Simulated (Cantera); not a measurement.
Charge: 1 mol Pb, 0.057 mol H2, 30 mol N2, at 750 Torr.

Method: chemical equilibrium by Gibbs-energy minimisation in Cantera with the NASA 1993 tables (ideal gas, pure condensed phases). Candidate condensed phases: Pb; 11 gas species. Rates play no part.

**Question.** At 998 K, list the 3 most abundant gas species with their mole fractions, and the condensed phases.

**Answer.** N2 0.998, H2 0.00190, Pb 1.55e-5. Condensed: Pb(l).
